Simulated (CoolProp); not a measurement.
Normal hydrogen along the isotherm -238.35 °C: density (kg/m³) from the reference equation and from simpler models built on Tc = -240.0 °C, pc = 12.96 bar, ω = -0.219; each cubic takes its own stable root.

Computed with CoolProp (reference Helmholtz-energy equation of state, Leachman 2009).

```
p (bar)          phase  reference  ideal gas  van der Waals  Redlich-Kwong  Peng-Robinson
-------  -------------  ---------  ---------  -------------  -------------  -------------
5.4                gas      4.328      3.762          4.283          4.343          4.438
10.8               gas      10.78      7.524          10.52          10.78          11.42
16.2     supercritical      31.78      11.29          28.85          26.58          33.59
21.6     supercritical      47.62      15.05          38.12          42.68          49.35
27       supercritical      52.01      18.81          41.62          48.52          55.33
32.4     supercritical      54.77      22.57          43.92          52.27          59.29
37.8     supercritical      56.85      26.34          45.65          55.09          62.30
43.2     supercritical      58.53      30.10          47.06          57.38          64.75
48.6     supercritical      59.96      33.86          48.23          59.30          66.82
54       supercritical      61.21      37.62          49.25          60.98          68.62
59.4     supercritical      62.33      41.38          50.15          62.45          70.21
64.8     supercritical      63.34      45.15          50.95          63.78          71.64
```
